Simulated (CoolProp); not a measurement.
The fluid at 352.95 K and 2.01 MPa is throttled through a valve to 0.937 MPa with no heat exchange. The same conditions are run with several fluids, on thermodynamics alone (safety and materials aside).

Computed with CoolProp (reference Helmholtz-energy equation of state of each fluid (CF4 (R14): Platzer 1990; R22: Kamei 1995; R410A: Lemmon 2003; hydrogen sulfide: Lemmon 2006; nitrogen: Span 2000)). The equations of Platzer and Polt are older, rougher fits. Blends and air are pseudo-pure fits.

```
fluid             temperature change (K)  final density (kg/m³)
----------------  ----------------------  ---------------------
CF4 (R14)                           -3.9                   28.9
R22                                -16.5                   32.0
R410A                              -13.3                   26.1
hydrogen sulfide                   -13.4                   11.9
nitrogen                            -1.5                   8.97
```
